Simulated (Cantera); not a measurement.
A closed system holds: 1 mol SiC, a varied amount of CO₂, 15 mol H₂, at 1625 K and 16.0 mbar.

Equilibrium computed with Cantera from the NASA thermochemical tables; the gas is ideal and each condensed phase is pure. Candidate condensed phases: C, C₆H₆, C₇H₈, C₈H₁₈, H₂O, Si, SiC, SiO₂; 123 gas species. Equilibrium is a limit: real reactors are often held back by kinetics, nucleation or transport.

### Question
What share of the Si ends up in condensed phases as a function of n(CO₂) (mol), at 0.012, 0.019, 0.03, 0.048, 0.076, 0.12, 0.19, 0.31, 0.5, 0.79, 1.3?

### Answer
| n(CO₂) (mol) | Si condensed (%) | as |
|---|---|---|
| 0.012 | 99.4 | SiC(s) |
| 0.019 | 99.0 | SiC(s) |
| 0.03 | 98.5 | SiC(s) |
| 0.048 | 97.6 | SiC(s) |
| 0.076 | 96.2 | SiC(s) |
| 0.12 | 94.0 | SiC(s) |
| 0.19 | 90.5 | SiC(s) |
| 0.31 | 84.5 | SiC(s) |
| 0.5 | 75.0 | SiC(s) |
| 0.79 | 60.5 | SiC(s) |
| 1.3 | 35.0 | SiC(s) |
